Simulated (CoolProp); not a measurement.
A Linde-Hampson liquefier for carbon monoxide: isothermal reversible compression at 250 K from 1 atm to 10 MPa, throttling to 1 atm, return gas leaving the recuperator 10 K below the feed. Each further row changes one setting.

Computed with CoolProp (reference Helmholtz-energy equation of state, Lemmon 2006). It is a short technical equation, of lower accuracy than the large ones.

```
case                        liquid yield per pass  compression work (kJ/kg of gas)
--------------------------  ---------------------  -------------------------------
as stated                                   0.062                              335
high pressure 20 MPa                        0.120                              384
warm-end temperature 280 K                  0.039                              379
warm-end gap 15 K                           0.049                              335
```
